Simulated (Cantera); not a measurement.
A perfectly stirred reactor is fed with CH4 : O2 : N2 = 1 : 3.7 : 13.9 (molar parts), equivalence ratio 0.54, at 3.90 bar; it is adiabatic with a 775 K inlet, and is followed from long to short residence time, starting on the burning branch (τ in s: 0.029, 0.016, 0.0088, 0.0049, 0.0027, 0.0015, 0.00082, 0.00045, 0.00025, 0.00014, 7.7e-05, 4.2e-05).

Cantera simulation using GRI-Mech 3.0 (53 species, 325 reactions); the numbers are that mechanism's predictions, not measurements.

Task: What does this change do: pressure from 3.90 bar to 10.0 bar?

Result: 
```
quantity                                                                      before                               after
------------------------------------------------  ----------------------------------  ----------------------------------
blow-out, bracketed by the residence times tried  burning at 77.0 µs, out at 42.0 µs  burning at 77.0 µs, out at 42.0 µs
x(CH4) at τ = 29.0 ms                                                        8.37e-6                             5.11e-6
x(O2) at τ = 29.0 ms                                                          0.0912                              0.0912
x(HCN) at τ = 29.0 ms                                                        1.37e-8                             1.45e-8
x(CO2) at τ = 29.0 ms                                                         0.0535                              0.0536
x(H) at τ = 29.0 ms                                                          7.10e-6                             2.34e-6
x(CH4) at τ = 0.820 ms                                                      0.000102                             8.45e-5
x(O2) at τ = 0.820 ms                                                         0.0920                              0.0919
x(HCN) at τ = 0.820 ms                                                       3.33e-8                             3.23e-8
x(CO2) at τ = 0.820 ms                                                        0.0509                              0.0520
x(H) at τ = 0.820 ms                                                        0.000124                             2.49e-5
```

Task: What does this change do: CH4 1 to 1.4 parts?

Result: 
| quantity | before | after |
|---|---|---|
| blow-out, bracketed by the residence times tried | burning at 77.0 µs, out at 42.0 µs | burning at 42.0 µs, the shortest tried |
| x(CH4) at τ = 29.0 ms | 8.37e-6 | 2.40e-6 |
| x(O2) at τ = 29.0 ms | 0.0912 | 0.0462 |
| x(HCN) at τ = 29.0 ms | 1.37e-8 | 1.39e-7 |
| x(CO2) at τ = 29.0 ms | 0.0535 | 0.0716 |
| x(H) at τ = 29.0 ms | 7.10e-6 | 0.000119 |
| x(CH4) at τ = 0.820 ms | 0.000102 | 5.06e-5 |
| x(O2) at τ = 0.820 ms | 0.0920 | 0.0486 |
| x(HCN) at τ = 0.820 ms | 3.33e-8 | 2.98e-7 |
| x(CO2) at τ = 0.820 ms | 0.0509 | 0.0680 |
| x(H) at τ = 0.820 ms | 0.000124 | 0.000449 |
